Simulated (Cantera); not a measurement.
Mixture: CH4 : H2 : O2 : N2 : H2O = 1 : 0.19 : 1.05 : 3.94 : 0.17 (molar parts), equivalence ratio 2.0, at 23.7 atm, adiabatic and at constant pressure. Ignition delay is the time to a rise of 400 K.

Computed with Cantera and GRI-Mech 3.0 (53 species, 325 reactions). The pressure lies above the range GRI-Mech 3.0 was tuned for (to about 10 atm). Below about 1000 K GRI-Mech 3.0 lacks low-temperature oxidation paths.

Q: Predict: delay at 950 K; delay at 1000 K; delay at 1050 K; delay at 1100 K; delay at 1150 K; delay at 1200 K; apparent activation energy between 1100 and 1200 K.

A: 
- delay at 950 K: 20.9 ms
- delay at 1000 K: 6.91 ms
- delay at 1050 K: 2.69 ms
- delay at 1100 K: 1.23 ms
- delay at 1150 K: 0.655 ms
- delay at 1200 K: 0.397 ms
- apparent activation energy between 1100 and 1200 K: 120 kJ/mol
